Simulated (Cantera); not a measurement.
Feed: 1 mol Ta2O5, a varied amount of CH4, 3.4 mol H2, equilibrated at 19.0 Pa.

Method: chemical equilibrium by Gibbs-energy minimisation in Cantera with the NASA 1993 tables (ideal gas, pure condensed phases). Candidate condensed phases: C, C6H6, C7H8, C8H18, H2O, Ta, TaC, Ta2O5; 113 gas species. Mutual solubility and eutectic melting of coexisting phases are not modelled. TaC: taken at fixed stoichiometry. Condensed phases not in the tables: Ta2C, N, O or C dissolved in the metal. The numbers say what is thermodynamically allowed, not how fast it happens.

**Question.** What condenses at these points (T in K, n(CH4) in mol): (850, 0.42); (850, 0.35); (2150, 0.81); (1150, 1.9); (1650, 0.42); (1550, 1.9); (850, 0.58)?

**Answer.** 
```
T (K)  n(CH4) in mol  condensed phases  Ta condensed (%)
-----  -------------  ----------------  ----------------
850             0.42   C + TaC + Ta2O5             100.0
850             0.35   C + TaC + Ta2O5             100.0
2150            0.81        Ta + Ta2O5              76.4
1150             1.9       TaC + Ta2O5             100.0
1650            0.42  Ta + TaC + Ta2O5             100.0
1550             1.9       TaC + Ta2O5             100.0
850             0.58   C + TaC + Ta2O5             100.0
```
